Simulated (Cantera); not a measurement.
A perfectly stirred reactor is fed with CO : H₂ : CH₄ : O₂ : N₂ = 1 : 0.31 : 0.072 : 1.27 : 5.96 (molar parts), equivalence ratio 0.63, at 1300000 Pa; it is adiabatic with a 500 K inlet, and is followed from long to short residence time, starting on the burning branch (τ in s: 0.022, 0.012, 0.0068, 0.0038, 0.0021, 0.0012, 0.00064, 0.00036, 0.0002, 0.00011, 6.1e-05, 3.4e-05, 1.9e-05).

Detailed kinetics in Cantera: GRI-Mech 3.0 (53 species, 325 reactions). The pressure lies above the range GRI-Mech 3.0 was tuned for (to about 10 atm).

### Question
What does this change do: H2 0.31 to 0.2 parts?

### Answer
```tsv
quantity	before	after
blow-out, bracketed by the residence times tried	burning at 0.110 ms, out at 61.0 µs	burning at 0.200 ms, out at 0.110 ms
x(CO) at τ = 22.0 ms	0.000526	0.000570
x(H₂) at τ = 22.0 ms	3.05e-5	2.09e-5
x(CH₄) at τ = 22.0 ms	1.18e-6	1.62e-6
x(HCO) at τ = 22.0 ms	1.12e-9	1.18e-9
x(HO₂) at τ = 22.0 ms	2.00e-6	2.13e-6
x(CO) at τ = 0.640 ms	0.00559	0.00657
x(H₂) at τ = 0.640 ms	0.000267	0.000201
x(CH₄) at τ = 0.640 ms	1.35e-5	1.83e-5
x(HCO) at τ = 0.640 ms	4.10e-8	4.36e-8
x(HO₂) at τ = 0.640 ms	1.59e-5	2.05e-5
```

### Question
What does this change do: inlet temperature 500 to 375 K?

### Answer
```csv
quantity,before,after
"blow-out, bracketed by the residence times tried","burning at 0.110 ms, out at 61.0 µs","burning at 0.200 ms, out at 0.110 ms"
x(CO) at τ = 22.0 ms,0.000526,0.000562
x(H₂) at τ = 22.0 ms,3.05e-5,2.82e-5
x(CH₄) at τ = 22.0 ms,1.18e-6,1.74e-6
x(HCO) at τ = 22.0 ms,1.12e-9,1.21e-9
x(HO₂) at τ = 22.0 ms,2.00e-6,2.31e-6
x(CO) at τ = 0.640 ms,0.00559,0.00659
x(H₂) at τ = 0.640 ms,0.000267,0.000282
x(CH₄) at τ = 0.640 ms,1.35e-5,2.02e-5
x(HCO) at τ = 0.640 ms,4.10e-8,4.51e-8
x(HO₂) at τ = 0.640 ms,1.59e-5,2.35e-5
```
